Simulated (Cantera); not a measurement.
# Adiabatic ignition

An adiabatic, constant-volume homogeneous reactor starts with CH3OH : O2 : N2 = 1 : 2.27 : 10.9 (molar parts), equivalence ratio 0.66, at 1673 K and 500000 Pa.

Cantera simulation using GRI-Mech 3.0 (53 species, 325 reactions); the numbers are that mechanism's predictions, not measurements. GRI-Mech 3.0 was tuned for natural gas; its chemistry of methanol as a main component is partial and can be far from experiment.

```json
[
 {"t (s)": "2.00e-6", "T (K)": "1673", "P (bar)": "5.00", "x CH3OH": "0.0698", "x O2": "0.160", "x NO": "4.43e-12", "x CH4": "2.49e-5", "x H2O2": "1.01e-5", "x NO2": "<1e-12"},
 {"t (s)": "6.30e-6", "T (K)": "1682", "P (bar)": "5.05", "x CH3OH": "0.0652", "x O2": "0.157", "x NO": "3.60e-11", "x CH4": "9.95e-5", "x H2O2": "0.000154", "x NO2": "4.71e-12"},
 {"t (s)": "1.98e-5", "T (K)": "2652", "P (bar)": "8.45", "x CH3OH": "<1e-12", "x O2": "0.0579", "x NO": "0.000131", "x CH4": "<1e-12", "x H2O2": "7.67e-7", "x NO2": "1.58e-7"},
 {"t (s)": "6.25e-5", "T (K)": "2835", "P (bar)": "8.92", "x CH3OH": "<1e-12", "x O2": "0.0534", "x NO": "0.00227", "x CH4": "<1e-12", "x H2O2": "1.11e-6", "x NO2": "2.23e-6"},
 {"t (s)": "0.000197", "T (K)": "2826", "P (bar)": "8.89", "x CH3OH": "<1e-12", "x O2": "0.0510", "x NO": "0.00760", "x CH4": "<1e-12", "x H2O2": "1.07e-6", "x NO2": "7.35e-6"},
 {"t (s)": "0.000620", "T (K)": "2814", "P (bar)": "8.85", "x CH3OH": "<1e-12", "x O2": "0.0476", "x NO": "0.0148", "x CH4": "<1e-12", "x H2O2": "1.01e-6", "x NO2": "1.39e-5"},
 {"t (s)": "0.00195", "T (K)": "2811", "P (bar)": "8.84", "x CH3OH": "<1e-12", "x O2": "0.0466", "x NO": "0.0169", "x CH4": "<1e-12", "x H2O2": "9.96e-7", "x NO2": "1.58e-5"},
 {"t (s)": "0.00615", "T (K)": "2811", "P (bar)": "8.84", "x CH3OH": "<1e-12", "x O2": "0.0466", "x NO": "0.0169", "x CH4": "<1e-12", "x H2O2": "9.96e-7", "x NO2": "1.58e-5"},
 {"t (s)": "0.0194", "T (K)": "2811", "P (bar)": "8.84", "x CH3OH": "<1e-12", "x O2": "0.0466", "x NO": "0.0169", "x CH4": "<1e-12", "x H2O2": "9.96e-7", "x NO2": "1.58e-5"},
 {"t (s)": "0.0610", "T (K)": "2811", "P (bar)": "8.84", "x CH3OH": "<1e-12", "x O2": "0.0466", "x NO": "0.0169", "x CH4": "<1e-12", "x H2O2": "9.96e-7", "x NO2": "1.58e-5"},
 {"t (s)": "0.192", "T (K)": "2811", "P (bar)": "8.84", "x CH3OH": "<1e-12", "x O2": "0.0466", "x NO": "0.0169", "x CH4": "<1e-12", "x H2O2": "9.96e-7", "x NO2": "1.58e-5"},
 {"t (s)": "0.605", "T (K)": "2811", "P (bar)": "8.84", "x CH3OH": "<1e-12", "x O2": "0.0466", "x NO": "0.0169", "x CH4": "<1e-12", "x H2O2": "9.96e-7", "x NO2": "1.58e-5"},
 {"t (s)": "1.91", "T (K)": "2811", "P (bar)": "8.84", "x CH3OH": "<1e-12", "x O2": "0.0466", "x NO": "0.0169", "x CH4": "<1e-12", "x H2O2": "9.96e-7", "x NO2": "1.58e-5"},
 {"t (s)": "6.00", "T (K)": "2811", "P (bar)": "8.84", "x CH3OH": "<1e-12", "x O2": "0.0466", "x NO": "0.0169", "x CH4": "<1e-12", "x H2O2": "9.96e-7", "x NO2": "1.58e-5"}
]
```
x: mole fraction; the columns are a selection and need not sum to one.

```yaml
time_of_steepest_temperature_rise: 15.4 µs
temperature at 6.00 s: 2811 K
equilibrium_temperature: 2811 K
x(CH3OH) at 6.00 s: <1e-12 (gas-phase equilibrium <1e-12)
x(O2) at 6.00 s: 0.0466 (gas-phase equilibrium 0.0466)
x(NO) at 6.00 s: 0.0169 (gas-phase equilibrium 0.0169)
```
